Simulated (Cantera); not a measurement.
Thermodynamics of chlorosilane synthesis and conversion, feed SiCl4 + Cl2 + H2

Input: 1 mol SiCl4, 0.82 mol Cl2, 10 mol H2, held at 550 K and 1 atm.

These are equilibrium values from Cantera (NASA tables, ideal gas, pure condensed phases), not measurements of a reactor. Candidate condensed phases: Si; 19 gas species. The numbers say what is thermodynamically allowed, not how fast it happens.

- x(H2): 0.777
- x(HCl): 0.139
- x(SiCl4): 0.0846
- x(SiHCl3): 3.59e-6
- gas amount: 11.82 mol
- log10 activity of Si(s) (absent): -16.77
